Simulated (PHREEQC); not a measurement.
A made-up water analysis in mg/kgw, 85 °C, pH 4.14, pe 10.4:

```tsv
constituent	mg/kgw
Na	4680
K	24.8
Ca	1380
Mg	179
Cl	654
S(6) as SO4	13200
Zn	83.8
B	0.602
```

Cl is adjusted to close the charge balance.
Valence states are taken as typed.

Equilibrium calculation in PHREEQC: ion-association model, wateq4f.dat.

This is a speciation only: nothing precipitates in the calculation.

Task: Order these S species by the share of S that they hold, largest first: SO4-2, HSO4-, CaSO4, NaSO4-, MgSO4.

Result: SO4-2 (63 %), NaSO4- (16 %), CaSO4 (14 %), MgSO4 (4.3 %), HSO4- (0.66 %)

The pH is 4.14 and the ionic strength 0.320 mol/kgw. Saturation is exceeded, for instance for Gypsum; the values hold only as long as no solid forms. Away from 25 °C the constants follow the database's enthalpies or fits; those with neither stay at their 25 °C values.
